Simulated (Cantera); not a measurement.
A closed system holds: 1 mol Al, 0.23 mol NH3, 45 mol H2, 13 mol N2, equilibrated at 0.000100 bar.

These are equilibrium values from Cantera (NASA tables, ideal gas, pure condensed phases), not measurements of a reactor. Candidate condensed phases: Al, AlN; 13 gas species. Rates play no part.

x: gas mole fraction; n: condensed amount in mol.

```csv
T (K),x H2,x H,x N2,x Al,x AlH,x N,x NH3,n AlN(s)
850,0.782,1.81e-9,0.218,<1e-12,<1e-12,<1e-12,5.99e-8,1.00
950,0.782,4.92e-8,0.218,<1e-12,<1e-12,<1e-12,2.66e-8,1.00
1050,0.782,7.17e-7,0.218,<1e-12,<1e-12,<1e-12,1.37e-8,1.00
1150,0.782,6.60e-6,0.218,2.22e-11,…,<1e-12,7.87e-9,1.00
1250,0.782,4.28e-5,0.218,4.73e-9,…,<1e-12,4.93e-9,1.00
1350,0.782,0.000211,0.218,4.51e-7,…,<1e-12,3.30e-9,1.000
1450,0.782,0.000836,0.218,2.28e-5,…,<1e-12,2.33e-9,0.999
1550,0.779,0.00278,0.217,0.000688,…,9.77e-12,1.72e-9,0.960
1650,0.759,0.00792,0.219,0.0136,…,9.32e-11,1.27e-9,0.185
1750,0.745,0.0201,0.218,0.0166,…,6.84e-10,9.76e-10,0
1850,0.722,0.0458,0.216,0.0164,…,4.04e-9,7.52e-10,0
1950,0.679,0.0945,0.210,0.0160,…,1.97e-8,5.62e-10,0
2050,0.607,0.177,0.201,0.0153,…,8.18e-8,3.93e-10,0
2150,0.500,0.298,0.188,0.0143,…,2.93e-7,2.44e-10,0
```

**Question.** What belongs in the gaps?

**Answer.** 
- 1150, x AlH: 1.40e-12
- 1250, x AlH: 1.62e-10
- 1350, x AlH: 9.21e-9
- 1450, x AlH: 2.97e-7
- 1550, x AlH: 6.07e-6
- 1650, x AlH: 8.42e-5
- 1750, x AlH: 7.49e-5
- 1850, x AlH: 5.55e-5
- 1950, x AlH: 4.12e-5
- 2050, x AlH: 2.99e-5
- 2150, x AlH: 2.08e-5
